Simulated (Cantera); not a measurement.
Feed: 1 mol TiCl4, 0.29 mol O2, at 2073.15 K and 75.0 Torr.

Method: chemical equilibrium by Gibbs-energy minimisation in Cantera with the NASA 1993 tables (ideal gas, pure condensed phases). The tables' values for TiCl2 are old estimates; treat these amounts as uncertain. Rates play no part.

```json
[
 {"species": "Cl", "before": "0.584", "after": "0.506"},
 {"species": "O2", "before": "0.000119", "after": "0.462"},
 {"species": "Cl2", "before": "0.0365", "after": "0.0274"},
 {"species": "TiCl4", "before": "0.310", "after": "4.50e-5"},
 {"species": "TiCl3", "before": "0.0517", "after": "8.65e-6"},
 {"species": "TiOCl2", "before": "0.0173", "after": "0.000209"},
 {"species": "TiCl2", "before": "9.36e-5", "after": "1.81e-8"},
 {"species": "O", "before": "3.97e-5", "after": "0.00247"},
 {"species": "ClO", "before": "2.88e-5", "after": "0.00156"},
 {"species": "TiO2(rutile), mol", "before": "0.273", "after": "0.998"}
]
```
Gas species are given as mole fractions.

Problem. What was changed between the two runs?
A. temperature from 2073.15 K to 1523.15 K
B. temperature from 2073.15 K to 2025 K
C. temperature from 2073.15 K to 923.15 K
D. O2 from 0.29 to 4.3 mol

Solution. D, O2 from 0.29 to 4.3 mol
